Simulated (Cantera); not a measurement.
Charge: 1 mol Si3N4, 3.3 mol CO2, 550 mol H2, at 1352 °C and 750 Torr.

Cantera equilibrium calculation (NASA polynomials, part measured and part estimated; ideal gas, pure solids and liquids). Candidate condensed phases: C, C6H6, C7H8, C8H18, H2O, Si, SiC, SiO2, Si2N2O, Si3N4; 151 gas species. Mutual solubility and eutectic melting of coexisting phases are not modelled. The tables hold silica as quartz up to 1696 K and as liquid above; real silica turns to tridymite and cristobalite and melts near 1996 K. Kinetics and transport are ignored.

Base state: H2 0.991, CO 0.00589, N2 0.00208, SiO 0.000381, H2O 0.000124, H 7.02e-5, CH4 5.08e-5 (mole fractions); condensed: SiO2(β-quartz) + Si2N2O(s).

Question: What changes in the equilibrium state with this change: CO2 from 3.3 to 4.8 mol?

Answer: 
```json
[
 {"species": "H2", "before": "0.991", "after": "0.988"},
 {"species": "CO", "before": "0.00589", "after": "0.00855"},
 {"species": "N2", "before": "0.00208", "after": "0.00296"},
 {"species": "SiO", "before": "0.000381", "after": "0.000339"},
 {"species": "CH4", "before": "5.08e-5", "after": "6.51e-5"},
 {"species": "H2O", "before": "0.000124", "after": "0.000139"},
 {"species": "H", "before": "7.02e-5", "after": "7.01e-5"},
 {"species": "SiO2(β-quartz), mol", "before": "1.10", "after": "2.11"},
 {"species": "Si2N2O(s), mol", "before": "0.842", "after": "0.350"}
]
```

Question: What changes in the equilibrium state with this change: temperature from 1352 °C to 1900 °C?

Answer: 
| species | before | after |
|---|---|---|
| H2 | 0.991 | 0.980 |
| CO | 0.00589 | 0.00589 |
| SiO | 0.000381 | 0.00536 |
| H | 7.02e-5 | 0.00478 |
| CH4 | 5.08e-5 | 1.79e-7 |
| H2O | 0.000124 | 0.000539 |
| N2 | 0.00208 | 0.00357 |
| SiO2(β-quartz), mol | 1.10 | 0 |
| Si2N2O(s), mol | 0.842 | 0 |
